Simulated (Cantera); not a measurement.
Input (Python, Cantera) and output of one run.

```python
import numpy as np
import cantera as ct

gas_names = """
    C CH CH2 CH3 CH2OH CH3O CH4 CH3OH CO CO2 COOH C2 C2H CHCO,ketyl C2H2,acetylene C2H2,vinylidene
    CH2CO,ketene C2H3,vinyl CH3CO,acetyl C2H4 C2H4O,ethylen CH3CHO,ethanal CH3COOH (HCOOH)2 C2H5 C2H6
    CH3OCH3 C2H5OH C2O C3 C3H3,propargyl C3H4,allene C3H4,propyne C3H4,cyclo- C3H5,allyl C3H6,propylene
    C3H6,cyclo- C3H6O C3H7,n-propyl C3H7,i-propyl C3H8 C3H8O,1propanol C3H8O,2propanol C3O2 C4 C4H2
    C4H4,1,3-cyclo- C4H6,butadiene C4H6,2-butyne C4H6,cyclo- C4H8,1-butene C4H8,cis2-buten
    C4H8,tr2-butene C4H8,isobutene C4H8,cyclo- (CH3COOH)2 C4H9,n-butyl C4H9,i-butyl C4H9,s-butyl
    C4H9,t-butyl C4H10,isobutane C4H10,n-butane C5 C5H6,1,3cyclo- C5H8,cyclo- C5H10,1-pentene
    C5H10,cyclo- C5H11,pentyl C5H11,t-pentyl C5H12,n-pentane C5H12,i-pentane CH3C(CH3)2CH3 C6H2
    C6H5,phenyl C6H5O,phenoxy C6H6 C6H5OH,phenol C6H10,cyclo- C6H12,1-hexene C6H12,cyclo- C6H13,n-hexyl
    C7H7,benzyl C7H8 C7H8O,cresol C7H14,1-heptene C7H15,n-heptyl C7H16,n-heptane C8H8,styrene
    C8H10,ethylbenz C8H16,1-octene C8H17,n-octyl C8H18,isooctane C8H18,n-octane C9H19,n-nonyl
    C10H8,naphthale C10H21,n-decyl C12H9,o-bipheny C12H10,bipheny H HCO HO2 H2 HCHO,formaldehy HCOOH H2O
    H2O2 O OH O2 O3
""".split()
cond_names = """
    C(gr) C6H6(L) C7H8(L) C8H18(L),n-octa H2O(s) H2O(L)
""".split()


def load(file, names, dense=False):
    # The tables refer to 1 bar. Condensed volumes are neglected.
    table = {s.name: s for s in ct.Species.list_from_file(file)}
    out = []
    for n in names:
        d = dict(table[n].input_data)
        d["thermo"] = dict(d["thermo"], **{"reference-pressure": 1e5})
        if dense:
            d["equation-of-state"] = {"model": "constant-volume", "density": "1e6 g/cm^3"}
        out.append(ct.Species.from_dict(d))
    return out


gas = ct.Solution(thermo="ideal-gas", species=load("nasa_gas.yaml", gas_names))
cond = {s.name: ct.Solution(thermo="fixed-stoichiometry", species=[s], name=s.name)
        for s in load("nasa_condensed.yaml", cond_names, dense=True)}
atoms = {
    'n-butane': {'C': 4, 'H': 10},
    'CO2': {'C': 1, 'O': 2},
}
top_T = {'C(gr)': 4500}  # K; cautious upper limits of use, not melting points


def equilibrate(T, P, feed):
    n = {}
    for name, mol in feed.items():
        for a, k in atoms[name].items():
            n[a] = n.get(a, 0.0) + k * mol
    gas.TPX = T, P, n
    mass = sum(n.values()) * gas.mean_molecular_weight
    gas.equilibrate("TP")
    valid = [c for c in cond.values() if c.min_temp <= T <= top_T.get(c.name, c.max_temp)]
    mix = ct.Mixture([(gas, mass / gas.mean_molecular_weight)] + [(c, 0.0) for c in valid])
    mix.T, mix.P = T, P
    mix.equilibrate("TP", solver="vcs", rtol=1e-11, max_steps=5000)
    return mix


results = []
feed = {'n-butane': 1, 'CO2': 0.083}  # mol
P = 13332.2  # Pa
for T in [1198, 1298, 1398, 1498, 1598, 1698, 1798, 1898]:
    mix = equilibrate(T, P, feed)
    results.append((T, P, feed, dict(zip(mix.species_names, mix.species_moles))))
    x = sorted(zip(gas.X, gas.species_names), reverse=True)
    print(f"T = {T:g} K  P = {P:g} Pa  gas = {mix.phase_moles(0):.4g} mol")
    print("   x: " + "  ".join(f"{s} {v:.3e}" for v, s in x if v > 1e-06))
    print("   condensed (mol): " + ("  ".join(f"{mix.phase(i).name} {mix.phase_moles(i):.4g}"
          for i in range(1, mix.n_phases) if mix.phase_moles(i) > 1e-12) or "none"))
```

It prints:

```
T = 1198 K  P = 13332.2 Pa  gas = 5.155 mol
   x: H2 9.658e-01  CO 3.209e-02  CH4 1.994e-03  H2O 1.097e-04  CO2 2.668e-06
   condensed (mol): C(gr) 3.907
T = 1298 K  P = 13332.2 Pa  gas = 5.161 mol
   x: H2 9.668e-01  CO 3.213e-02  CH4 9.928e-04  H2O 3.849e-05  H 2.886e-06
   condensed (mol): C(gr) 3.912
T = 1398 K  P = 13332.2 Pa  gas = 5.163 mol
   x: H2 9.673e-01  CO 3.213e-02  CH4 5.449e-04  H2O 1.569e-05  H 1.275e-05  C2H2,acetylene 2.371e-06
   condensed (mol): C(gr) 3.914
T = 1498 K  P = 13332.2 Pa  gas = 5.164 mol
   x: H2 9.675e-01  CO 3.214e-02  CH4 3.238e-04  H 4.629e-05  C2H2,acetylene 8.525e-06  H2O 7.223e-06
   condensed (mol): C(gr) 3.915
T = 1598 K  P = 13332.2 Pa  gas = 5.165 mol
   x: H2 9.675e-01  CO 3.213e-02  CH4 2.055e-04  H 1.434e-04  C2H2,acetylene 2.606e-05  H2O 3.669e-06
   condensed (mol): C(gr) 3.916
T = 1698 K  P = 13332.2 Pa  gas = 5.166 mol
   x: H2 9.673e-01  CO 3.213e-02  H 3.895e-04  CH4 1.377e-04  C2H2,acetylene 6.970e-05  H2O 2.022e-06  CH3 1.127e-06
   condensed (mol): C(gr) 3.916
T = 1798 K  P = 13332.2 Pa  gas = 5.168 mol
   x: H2 9.667e-01  CO 3.212e-02  H 9.481e-04  C2H2,acetylene 1.668e-04  CH4 9.650e-05  CH3 1.915e-06  H2O 1.192e-06
   condensed (mol): C(gr) 3.915
T = 1898 K  P = 13332.2 Pa  gas = 5.171 mol
   x: H2 9.654e-01  CO 3.210e-02  H 2.103e-03  C2H2,acetylene 3.632e-04  CH4 7.024e-05  CH3 3.068e-06
   condensed (mol): C(gr) 3.913
```

Equilibrium computed with Cantera from the NASA thermochemical tables; the gas is ideal and each condensed phase is pure.
